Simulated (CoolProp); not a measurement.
Properties of n-dodecane at several states (Tc = 658.1 K, pc = 1.818 MPa, ω = 0.574).

The numbers come from the reference Helmholtz-energy equation of state, Lemmon 2004 in CoolProp. It is a short technical equation, of lower accuracy than the large ones.

```csv
T (K),p (MPa),phase,Z,cv (kJ/(kg K)),speed of sound (m/s),fugacity coefficient
322.9,0.417,liquid,…,1.909,1187,0.0002878
329.7,1.67,liquid,0.1434,…,1170,…
597.1,0.0129,gas,0.9958,2.789,171.5,0.9959
495.4,0.0155,gas,0.9900,2.438,155.6,0.9901
270.8,0.609,liquid,0.06011,1.722,1399,…
269.9,2.21,liquid,…,1.720,1412,…
```

Question: Complete the blanks.

Answer: 
- 322.9, Z: 0.03636
- 329.7, cv (kJ/(kg K)): 1.935
- 329.7, fugacity coefficient: 0.0001257
- 270.8, fugacity coefficient: 2.395e-6
- 269.9, Z: 0.2184
- 269.9, fugacity coefficient: 7.029e-7
